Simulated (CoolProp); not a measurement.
A closed Brayton cycle with carbon dioxide: compressor inlet 331.15 K and 9.8 MPa, high pressure 33.4 MPa, turbine inlet 960 K, compressor efficiency 0.85, turbine efficiency 0.85, recuperator effectiveness 0 (on enthalpy, no pinch check). Each further row changes one setting.

Values from CoolProp's reference Helmholtz-energy equation of state, Span 1996.

```tsv
case	thermal efficiency (%)	net work (kJ/kg)	compressor to turbine work	compressor exit (K)	turbine exit (K)
as stated	15.7	112	0.37	427.6	808.0
turbine inlet 910 K	15.7	102	?	427.6	?
compressor inlet 341.15 K	15.2	?	0.42	?	808.0
high pressure 28.4 MPa	14.0	102	?	414.4	827.3
recuperator effectiveness 0.5	22.9	112	0.37	427.6	808.0
```

Q: What belongs in the gaps?

A: 
- turbine inlet 910 K, compressor to turbine work: 0.39
- turbine inlet 910 K, turbine exit (K): 762.9
- compressor inlet 341.15 K, net work (kJ/kg): 104
- compressor inlet 341.15 K, compressor exit (K): 448.2
- high pressure 28.4 MPa, compressor to turbine work: 0.35
